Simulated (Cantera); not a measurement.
Cantera run, input and output.

```python
import numpy as np
import cantera as ct

gas = ct.Solution("gri30.yaml")


def delay(T, t_max=10):
    gas.TPX = T, 100000, {'CO': 1, 'H2': 0.42, 'O2': 0.592, 'N2': 2.6, 'CO2': 0.92}
    reactor = ct.IdealGasConstPressureReactor(gas, clone=False)
    net = ct.ReactorNet([reactor])
    net.rtol, net.atol = 1e-8, 1e-16
    while net.time < t_max:
        t_old, T_old = net.time, reactor.T
        net.step()
        if reactor.T > T + 400:  # ignition: a rise of 400 K
            return t_old + (T + 400 - T_old) / (reactor.T - T_old) * (net.time - t_old)
    return np.nan


taus = []
for T in [1275, 1375, 1475, 1575, 1675, 1775, 1875, 1975, 2075]:
    taus.append(delay(T))
    print(f"T0 = {T:6g} K   tau = {taus[-1]:.4e} s")
```

Output:

```
T0 =   1275 K   tau = 8.3492e-05 s
T0 =   1375 K   tau = 7.1791e-05 s
T0 =   1475 K   tau = 7.0653e-05 s
T0 =   1575 K   tau = 7.6116e-05 s
T0 =   1675 K   tau = 8.6397e-05 s
T0 =   1775 K   tau = 1.0067e-04 s
T0 =   1875 K   tau = 1.1855e-04 s
T0 =   1975 K   tau = 1.4004e-04 s
T0 =   2075 K   tau = 1.6565e-04 s
```

Detailed kinetics in Cantera: GRI-Mech 3.0 (53 species, 325 reactions). Where the delays flatten at high temperature, the 400 K rule measures the pace of heat release, not the induction time.
